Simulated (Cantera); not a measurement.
Charge: 1 mol (CH3)2SiCl2, 0.095 mol CH4, 7.9 mol H2, 0.24 mol HCl, at 2000 °C and 0.00400 bar.

Equilibrium computed with Cantera from the NASA thermochemical tables; the gas is ideal and each condensed phase is pure. Candidate condensed phases: C, C6H6, C7H8, C8H18, Si, SiC; 109 gas species. The feed counts by its element totals alone. The tables' values for SiCl are old estimates; treat these amounts as uncertain. Gases not in the tables: Si2H6 and higher silanes. Rates play no part.

Base state: H2 0.698, HCl 0.134, H 0.111, Si 0.0243, Cl 0.0154, SiCl2 0.00619, SiC2 0.00306, C2H2 (acetylene) 0.00263 (mole fractions); condensed: C(graphite) + SiC(s).

Problem. What changes in the equilibrium state with this change: pressure from 0.00400 bar to 0.0110 bar?

Solution. 
```json
[
 {"species": "H2", "before": "0.698", "after": "0.751"},
 {"species": "HCl", "before": "0.134", "after": "0.147"},
 {"species": "H", "before": "0.111", "after": "0.0694"},
 {"species": "Si", "before": "0.0243", "after": "0.00885"},
 {"species": "Cl", "before": "0.0154", "after": "0.00982"},
 {"species": "Si2C", "before": "0.00182", "after": "0.000661"},
 {"species": "Si2", "before": "5.95e-5", "after": "2.16e-5"},
 {"species": "C(graphite), mol", "before": "1.46", "after": "1.24"},
 {"species": "SiC(s), mol", "before": "0.453", "after": "0.739"}
]
```
The tables' values for SiCl, SiCl3 are old estimates; treat these amounts as uncertain.
